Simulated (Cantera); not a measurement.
Charge: 1 mol Si, a varied amount of Cl₂, 18 mol H₂, at 923 K and 1.50 bar.

These are equilibrium values from Cantera (NASA tables, ideal gas, pure condensed phases), not measurements of a reactor. Candidate condensed phases: Si; 19 gas species. The numbers say what is thermodynamically allowed, not how fast it happens.

Task: Which condensed phases are stable at each of these points (n(Cl₂) (mol)): 0.5, 0.57, 0.65, 0.73, 0.83, 0.95, 1.1, 1.2, 1.4, 1.6, 1.8, 2, 2.3?

Result: 
```
n(Cl₂) (mol)  condensed phases  Si condensed (%)
------------  ----------------  ----------------
0.5                      Si(s)              71.4
0.57                     Si(s)              67.4
0.65                     Si(s)              62.9
0.73                     Si(s)              58.3
0.83                     Si(s)              52.6
0.95                     Si(s)              45.8
1.1                      Si(s)              37.4
1.2                      Si(s)              31.8
1.4                      Si(s)              20.5
1.6                      Si(s)               9.3
1.8                   gas only               0.0
2                     gas only               0.0
2.3                   gas only               0.0
```

From 0.5 mol Cl₂ to 1.6 mol Cl₂ the condensed part is Si(s). From 1.8 mol Cl₂ to 2.3 mol Cl₂ nothing is condensed.
